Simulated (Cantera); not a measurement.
An adiabatic, constant-volume homogeneous reactor starts with CH₄ : O₂ : N₂ = 1 : 4.55 : 17.1 (molar parts), at 1223 K and 0.799 atm.

Detailed kinetics in Cantera: GRI-Mech 3.0 (53 species, 325 reactions).

Question: Predict: time of steepest temperature rise; temperature at 0.200 s; equilibrium temperature; x(O₂) at 0.200 s; x(CO) at 0.200 s; x(H₂O) at 0.200 s.

Answer: 
```json
{
  "time_of_steepest_temperature_rise": "24.9 ms",
  "temperature at 0.200 s": "2324 K",
  "equilibrium_temperature": "2324 K",
  "x(O₂) at 0.200 s": "0.105 (gas-phase equilibrium 0.105)",
  "x(CO) at 0.200 s": "0.00143 (gas-phase equilibrium 0.00143)",
  "x(H₂O) at 0.200 s": "0.0846 (gas-phase equilibrium 0.0846)"
}
```
